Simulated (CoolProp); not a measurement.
Values from CoolProp's reference Helmholtz-energy equation of state, Lemmon 2006. It is a short technical equation, of lower accuracy than the large ones.

**Question.** Give the vapour pressure (kPa), liquid density (kg/m³), liquid cp (kJ/(kg K)), vapour Z of saturated neopentane at 326.4, 375 K.

**Answer.** 
```tsv
T (K)	p (kPa)	liquid density (kg/m³)	liquid cp (kJ/(kg K))	vapour Z
326.4	388	551	2.49	0.886
375	1160	481	2.92	0.751
```
